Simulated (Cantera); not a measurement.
A perfectly stirred reactor is fed with CH4 : H2 : O2 = 0.0023 : 1 : 0.0031 (molar parts), at 0.320 bar; it is held at 2875 K, and followed from long to short residence time.

Cantera simulation using GRI-Mech 3.0 (53 species, 325 reactions); the numbers are that mechanism's predictions, not measurements.

What does this change do: temperature 2875 to 1975 K?


```json
[
 {"quantity": "x(CH4) at τ = 3.60 s", "before": "7.12e-9", "after": "0.000302"},
 {"quantity": "x(H2) at τ = 3.60 s", "before": "0.823", "after": "0.991"},
 {"quantity": "x(O2) at τ = 3.60 s", "before": "4.31e-8", "after": "8.38e-8"},
 {"quantity": "x(OH) at τ = 3.60 s", "before": "0.000206", "after": "1.11e-6"},
 {"quantity": "x(H) at τ = 3.60 s", "before": "0.171", "after": "0.00243"},
 {"quantity": "x(CH4) at τ = 0.100 s", "before": "2.65e-7", "after": "0.00116"},
 {"quantity": "x(H2) at τ = 0.100 s", "before": "0.825", "after": "0.990"},
 {"quantity": "x(O2) at τ = 0.100 s", "before": "6.09e-8", "after": "2.94e-6"},
 {"quantity": "x(OH) at τ = 0.100 s", "before": "0.000204", "after": "1.45e-6"},
 {"quantity": "x(H) at τ = 0.100 s", "before": "0.169", "after": "0.00250"}
]
```

What does this change do: O2 0.0031 to 0.0065 parts?


```json
[
 {"quantity": "x(CH4) at τ = 3.60 s", "before": "7.12e-9", "after": "2.71e-9"},
 {"quantity": "x(H2) at τ = 3.60 s", "before": "0.823", "after": "0.818"},
 {"quantity": "x(O2) at τ = 3.60 s", "before": "4.31e-8", "after": "3.26e-7"},
 {"quantity": "x(OH) at τ = 3.60 s", "before": "0.000206", "after": "0.000566"},
 {"quantity": "x(H) at τ = 3.60 s", "before": "0.171", "after": "0.170"},
 {"quantity": "x(CH4) at τ = 0.100 s", "before": "2.65e-7", "after": "1.01e-7"},
 {"quantity": "x(H2) at τ = 0.100 s", "before": "0.825", "after": "0.820"},
 {"quantity": "x(O2) at τ = 0.100 s", "before": "6.09e-8", "after": "3.58e-7"},
 {"quantity": "x(OH) at τ = 0.100 s", "before": "0.000204", "after": "0.000561"},
 {"quantity": "x(H) at τ = 0.100 s", "before": "0.169", "after": "0.169"}
]
```

What does this change do: H2 1 to 0.13 parts?


```csv
quantity,before,after
x(CH4) at τ = 3.60 s,7.12e-9,8.00e-9
x(H2) at τ = 3.60 s,0.823,0.791
x(O2) at τ = 3.60 s,4.31e-8,2.49e-6
x(OH) at τ = 3.60 s,0.000206,0.00154
x(H) at τ = 3.60 s,0.171,0.168
x(CH4) at τ = 0.100 s,2.65e-7,2.99e-7
x(H2) at τ = 0.100 s,0.825,0.793
x(O2) at τ = 0.100 s,6.09e-8,2.57e-6
x(OH) at τ = 0.100 s,0.000204,0.00152
x(H) at τ = 0.100 s,0.169,0.166
```
The temperature is held fixed by assumption; the heat of reaction is taken as removed at once.
